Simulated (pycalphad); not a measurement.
Computed with pycalphad from the COST 507 light-alloy database (1999), at 1 atm. The data set is of 1999 and partly superseded. Phase fractions are per mole of atoms.

Q: Give the equilibrium state of Al-0.41Si-3.01C (at.%) at 1130 K.

A: LIQUID, fraction 0.930, with 0.44 Si, <0.01 C at.%; AL4C3, fraction 0.070, with 0.01 Si, 42.9 C at.%.

Q: Give the equilibrium state of Al-0.41Si-3.01C (at.%) at 890 K.

A: FCC_A1, fraction 0.931, with 0.06 Si, <0.01 C at.%; AL8SIC7, fraction 0.056, with 6.2 Si, 43.8 C at.%; AL4C3, fraction 0.013, with 0.02 Si, 42.9 C at.%.

Database names, with the compositions (at.%) that they take in these runs: AL4C3: Al 57 C 43; AL8SIC7: Al 50 C 44 Si 6. FCC_A1 is fcc.
